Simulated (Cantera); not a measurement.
Feed: 1 mol CH₃SiCl₃, 0.91 mol C₂H₄, 9.4 mol H₂, held at 750 °C and 5.85 Torr.

Equilibrium computed with Cantera from the NASA thermochemical tables; the gas is ideal and each condensed phase is pure. Candidate condensed phases: C, C₆H₆, C₇H₈, C₈H₁₈, Si, SiC; 109 gas species. The feed counts by its element totals alone. The tables' values for SiCl₃ are old estimates; treat these amounts as uncertain. The numbers say what is thermodynamically allowed, not how fast it happens.

Base state: H₂ 0.818, HCl 0.171, SiCl₄ 0.0102, SiHCl₃ 0.000415, CH₄ 0.000391, SiCl₃ 0.000121, SiCl₂ 3.01e-5 (mole fractions); condensed: C(graphite) + SiC(s).

Task: What changes in the equilibrium state with this change: temperature from 750 °C to 2000 °C?

Result: 
```tsv
species	before	after
H₂	0.818	0.713
HCl	0.171	0.164
H	4.26e-8	0.0803
Cl	8.19e-9	0.0134
Si	<1e-9	0.0125
SiCl₄	0.0102	2.09e-8
SiCl	<1e-9	0.00200
SiC₂	<1e-9	0.00157
C₂H₂ (acetylene)	1.72e-9	0.00269
Si₂C	<1e-9	0.000932
SiH	<1e-9	0.000359
C(graphite), mol	1.97	2.09
SiC(s), mol	0.848	0.584
```
The tables' values for SiCl, SiCl₃ are old estimates; treat these amounts as uncertain. Gases not in the tables: Si₂H₆ and higher silanes.

Task: What changes in the equilibrium state with this change: temperature from 750 °C to 1375 °C?

Result: 
```csv
species,before,after
H₂,0.818,0.791
HCl,0.171,0.206
SiCl₂,3.01e-5,0.00235
SiCl₄,0.0102,2.38e-6
Cl,8.19e-9,0.000183
H,4.26e-8,0.000898
C₂H₂ (acetylene),1.72e-9,3.54e-5
SiHCl₃,0.000415,1.53e-6
"C(graphite), mol",1.97,1.85
"SiC(s), mol",0.848,0.966
```
